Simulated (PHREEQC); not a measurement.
A column of 0.2 m (40 cells, dispersivity 0.007 m, 300 s a shift, diffusion coefficient 3e-10 m²/s) holds 0.0038 eq of the database's cation exchanger X per kg of pore water, first in equilibrium with 0.059 mol/kgw MgSO4 and 1e-05 mol/kgw HCl. It is flushed with 4.8 mmol/kgw NH4Cl and 0.01 mmol/kgw HCl, at 40 °C. Values are for the last cell. CO2 from the air is kept out. No solid was allowed to form.

Base run: PHREEQC, ion-association model, phreeqc.dat. Each further column changes one thing. The table gives NH4 in solution (mol/kgw).

```json
[
 {"pore volumes": "0", "base": "0", "exchange capacity from 0.0038 to 0.0019 eq/kgw": "0", "dispersivity from 0.007 to 0.014 m": "0"},
 {"pore volumes": "0.5125", "base": "2.09e-5", "exchange capacity from 0.0038 to 0.0019 eq/kgw": "2.59e-5", "dispersivity from 0.007 to 0.014 m": "0.000165"},
 {"pore volumes": "0.8875", "base": "0.00136", "exchange capacity from 0.0038 to 0.0019 eq/kgw": "0.00156", "dispersivity from 0.007 to 0.014 m": "0.00177"},
 {"pore volumes": "1.387", "base": "0.00325", "exchange capacity from 0.0038 to 0.0019 eq/kgw": "0.00372", "dispersivity from 0.007 to 0.014 m": "0.00346"},
 {"pore volumes": "1.762", "base": "0.00350", "exchange capacity from 0.0038 to 0.0019 eq/kgw": "0.00396", "dispersivity from 0.007 to 0.014 m": "0.00377"},
 {"pore volumes": "2.263", "base": "0.00393", "exchange capacity from 0.0038 to 0.0019 eq/kgw": "0.00425", "dispersivity from 0.007 to 0.014 m": "0.00390"},
 {"pore volumes": "2.638", "base": "0.00417", "exchange capacity from 0.0038 to 0.0019 eq/kgw": "0.00442", "dispersivity from 0.007 to 0.014 m": "0.00404"},
 {"pore volumes": "3.138", "base": "0.00435", "exchange capacity from 0.0038 to 0.0019 eq/kgw": "0.00455", "dispersivity from 0.007 to 0.014 m": "0.00423"},
 {"pore volumes": "3.513", "base": "0.00443", "exchange capacity from 0.0038 to 0.0019 eq/kgw": "0.00460", "dispersivity from 0.007 to 0.014 m": "0.00434"},
 {"pore volumes": "4.013", "base": "0.00450", "exchange capacity from 0.0038 to 0.0019 eq/kgw": "0.00464", "dispersivity from 0.007 to 0.014 m": "0.00444"}
]
```

Constants without temperature data keep their 25 °C values here.
